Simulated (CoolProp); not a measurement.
Cyclopentane along the isobar 28.5 bar: Z from the reference equation and from simpler models built on Tc = 238.6 °C, pc = 45.83 bar, ω = 0.202; each cubic takes its own stable root.

Model: reference Helmholtz-energy equation of state, Gedanitz 2015, in CoolProp.

```tsv
T (°C)	phase	reference	van der Waals	Redlich-Kwong	Soave-Redlich-Kwong	Peng-Robinson
41.45	liquid	0.1051	0.1635	0.1119	?	0.09711
57.65	liquid	0.1023	0.1589	0.1093	0.1067	0.09447
73.95	liquid	?	0.1551	0.1071	0.1044	0.09234
90.15	liquid	0.09797	0.1520	0.1056	0.1026	0.09074
106.35	liquid	0.09646	0.1497	0.1047	0.1015	0.08966
122.55	liquid	0.09539	0.1482	0.1044	0.1010	0.08916
138.75	liquid	0.09480	0.1477	0.1048	0.1012	0.08932
155.05	liquid	0.09477	0.1484	0.1062	0.1023	0.09033
171.25	liquid	0.09547	0.1511	0.1091	0.1048	0.09254
187.45	liquid	0.09729	0.6598	0.1142	?	0.09669
219.85	gas	0.6785	0.7406	0.7013	0.6948	0.6724
236.05	gas	0.7276	0.7683	0.7400	0.7393	0.7177
252.35	gas	0.7649	?	0.7709	0.7742	0.7532
```

Complete the blanks.


- 41.45, Soave-Redlich-Kwong: 0.1096
- 73.95, reference: 0.09990
- 187.45, Soave-Redlich-Kwong: 0.1094
- 252.35, van der Waals: 0.7914

At some of these states van der Waals gives the other phase, because its saturation line lies elsewhere.
